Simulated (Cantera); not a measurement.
Charge: 1 mol Si2Cl6, 25 mol NH3, 12 mol H2, 3.2 mol N2, at 1150 K and 1.33 mbar.

Method: chemical equilibrium by Gibbs-energy minimisation in Cantera with the NASA 1993 tables (ideal gas, pure condensed phases). Candidate condensed phases: NH4Cl, Si, Si3N4; 28 gas species. The feed counts by its element totals alone. The numbers say what is thermodynamically allowed, not how fast it happens.

Base state: H2 0.695, N2 0.215, HCl 0.0896, SiCl2 1.85e-5 (mole fractions); condensed: Si3N4(s).

Question: What changes in the equilibrium state with this change: temperature from 1150 K to 1600 K?

Answer: 
| species | before | after |
|---|---|---|
| H2 | 0.695 | 0.702 |
| N2 | 0.215 | 0.224 |
| HCl | 0.0896 | 0.0567 |
| SiCl2 | 1.85e-5 | 0.0158 |
| Si | <1e-9 | 7.31e-5 |
| SiCl | <1e-9 | 5.93e-5 |
| H | 1.70e-6 | 0.00125 |
| Cl | 1.93e-7 | 7.97e-5 |
| Si3N4(s), mol | 0.666 | 0.250 |
| Si(s), mol | 0 | 0.165 |
Mutual solubility and eutectic melting of coexisting phases are not modelled. The tables' values for SiCl, SiCl3 are old estimates; treat these amounts as uncertain.

Question: What changes in the equilibrium state with this change: temperature from 1150 K to 1898.15 K?

Answer: 
| species | before | after |
|---|---|---|
| H2 | 0.695 | 0.674 |
| N2 | 0.215 | 0.226 |
| HCl | 0.0896 | 0.0574 |
| H | 1.70e-6 | 0.0176 |
| SiCl2 | 1.85e-5 | 0.0133 |
| Si | <1e-9 | 0.00923 |
| SiCl | <1e-9 | 0.00117 |
| SiH | <1e-9 | 0.000241 |
| Si2N | <1e-9 | 7.81e-5 |
| Si2 | <1e-9 | 7.38e-5 |
| Si3N4(s), mol | 0.666 | 0 |
| Si(l), mol | 0 | 0.305 |
The tables' values for SiCl, SiN, SiCl3 are old estimates; treat these amounts as uncertain. Gases not in the tables: Si2H6 and higher silanes.
